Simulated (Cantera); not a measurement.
A perfectly stirred reactor is fed with 2.20 % C3H8, 11.0 % O2, 86.8 % N2, at 3750 Torr; it is adiabatic with a 300 K inlet, and is followed from long to short residence time, starting on the burning branch (τ in s: 0.12, 0.033, 0.0094, 0.0027, 0.00077, 0.00022, 6.3e-05, 1.8e-05, 5.1e-06).

Model: GRI-Mech 3.0 (53 species, 325 reactions), integrated in Cantera. GRI-Mech 3.0 was tuned for natural gas; its chemistry of propane as a main component is partial and can be far from experiment.

Problem. Predict: blow-out, bracketed by the residence times tried; x(C3H8) at τ = 0.120 s; x(O2) at τ = 0.120 s; x(HO2) at τ = 0.120 s; x(C2H4) at τ = 0.120 s; x(CO2) at τ = 0.120 s; x(C3H8) at τ = 0.770 ms; x(O2) at τ = 0.770 ms.

Solution. 
```json
{
 "blow_out_bracketed_by_the_residence_times_tried": "burning at 9.40 ms, out at 2.70 ms",
 "x(C3H8) at τ = 0.120 s": "1.36e-6",
 "x(O2) at τ = 0.120 s": "0.00117",
 "x(HO2) at τ = 0.120 s": "1.02e-6",
 "x(C2H4) at τ = 0.120 s": "5.47e-6",
 "x(CO2) at τ = 0.120 s": "0.0628",
 "x(C3H8) at τ = 0.770 ms": "0.0220",
 "x(O2) at τ = 0.770 ms": "0.110"
}
```
